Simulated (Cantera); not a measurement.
A closed system holds: 1 mol SiCl4, 0.0049 mol C3H8, 390 mol H2, held at 13.3 mbar.

Cantera equilibrium calculation (NASA polynomials, part measured and part estimated; ideal gas, pure solids and liquids). Candidate condensed phases: C, C6H6, C7H8, C8H18, Si, SiC; 109 gas species. Mutual solubility and eutectic melting of coexisting phases are not modelled. Rates play no part. All values below are at 1423 K.

Base state: H2 0.990, HCl 0.00963, SiCl2 0.000282, H 5.72e-5 (mole fractions); condensed: Si(s) + SiC(s).

Task: What changes in the equilibrium state with this change: H2 from 390 to 39 mol?

Result: 
```csv
species,before,after
H2,0.990,0.918
HCl,0.00963,0.0665
SiCl2,0.000282,0.0145
SiCl4,2.47e-8,6.53e-5
SiCl3,1.33e-6,0.000490
"Si(s), mol",0.874,0.364
"SiC(s), mol",0.0146,0.0147
```
The tables' values for SiCl3 are old estimates; treat these amounts as uncertain.
